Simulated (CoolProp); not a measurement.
n-perfluorohexane at several states: fugacity coefficient from the reference equation and from simpler models built on Tc = 174.9 °C, pc = 1742 kPa, ω = 0.497; each cubic takes its own stable root.

Values from CoolProp's reference Helmholtz-energy equation of state, Gao 2022.

```json
[
 {"T (°C)": "-79.35", "p (kPa)": "23.1", "phase": "liquid", "reference": "?", "Redlich-Kwong": "0.01793", "Peng-Robinson": "0.0006480"},
 {"T (°C)": "16.15", "p (kPa)": "7170", "phase": "liquid", "reference": "?", "Redlich-Kwong": "0.01987", "Peng-Robinson": "0.005010"},
 {"T (°C)": "155.55", "p (kPa)": "57.6", "phase": "gas", "reference": "0.9865", "Redlich-Kwong": "0.9872", "Peng-Robinson": "0.9854"},
 {"T (°C)": "95.15", "p (kPa)": "157", "phase": "gas", "reference": "?", "Redlich-Kwong": "0.9469", "Peng-Robinson": "?"},
 {"T (°C)": "-27.95", "p (kPa)": "17.1", "phase": "liquid", "reference": "0.08725", "Redlich-Kwong": "0.7319", "Peng-Robinson": "?"},
 {"T (°C)": "29.05", "p (kPa)": "38.8", "phase": "liquid", "reference": "?", "Redlich-Kwong": "0.9774", "Peng-Robinson": "0.8910"}
]
```

**Question.** Some entries are withheld; supply them.

**Answer.** 
- -79.35, reference: 0.0004446
- 16.15, reference: 0.004838
- 95.15, reference: 0.9377
- 95.15, Peng-Robinson: 0.9353
- -27.95, Peng-Robinson: 0.09690
- 29.05, reference: 0.8778

At some of these states Redlich-Kwong gives the other phase, because its saturation line lies elsewhere.
